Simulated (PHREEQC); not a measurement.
Model water analysis in mg/L, 20 °C, pH 6.11, pe 10.1:

| constituent | mg/L |
|---|---|
| Na | 2.72 |
| K | 2.3 |
| Ca | 0.545 |
| Mg | 1.1 |
| Cl | 2.88 |
| S(6) as SO4 | 5.43 |
| Alkalinity as HCO3 | 7.91 |
| Li | 0.000695 |
| Si as SiO2 | 0.0204 |
| Cu(2) | 0.00288 |
| Ni | 0.0114 |

Valence states are taken as typed.

Computed with PHREEQC (ion-association model, wateq4f.dat).

This is a speciation only: nothing precipitates in the calculation.

Question: What charge-balance error does the model give?

Answer: charge-balance error -4.6 %.

Question: In which forms is Ni present?

Answer: Ni+2 93 %, NiCO3 4.4 %, NiHCO3+ 1.5 %, NiSO4 0.8 % of the Ni.
